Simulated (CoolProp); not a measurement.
Vapour pressure (bar) of n-butane: the reference equation beside estimates from Tc = 425.1 K, pc = 37.96 bar, ω = 0.201.

The numbers come from the reference Helmholtz-energy equation of state, Bücker 2006 in CoolProp.

| T (K) | reference | van der Waals | Soave-Redlich-Kwong | Peng-Robinson |
|---|---|---|---|---|
| 246.1 | 0.3257 | 2.673 | 0.3184 | 0.3278 |
| 248.9 | 0.3720 | 2.858 | 0.3641 | 0.3739 |
| 251.6 | 0.4214 | 3.045 | 0.4131 | 0.4231 |
| 254.3 | 0.4760 | 3.240 | 0.4672 | 0.4775 |
| 257.1 | 0.5384 | 3.451 | 0.5292 | 0.5396 |
| 259.8 | 0.6046 | 3.663 | 0.5950 | 0.6054 |
| 262.6 | 0.6799 | 3.892 | 0.6700 | 0.6803 |
| 265.3 | 0.7593 | ___ | 0.7492 | 0.7593 |
| 268 | ___ | ___ | 0.8356 | 0.8453 |
| 270.8 | 0.9436 | 4.618 | 0.9333 | 0.9425 |
| 273.5 | 1.046 | 4.876 | 1.036 | 1.044 |
| 276.3 | 1.161 | 5.153 | 1.151 | 1.159 |

Complete the blanks.


- 265.3, van der Waals: 4.122
- 268, reference: 0.8459
- 268, van der Waals: 4.361

Absolute difference from the reference over all 12 rows, mean and median: van der Waals 505.8 and 489.1 %, Soave-Redlich-Kwong 1.5 and 1.5 %, Peng-Robinson 0.2 and 0.2 %.
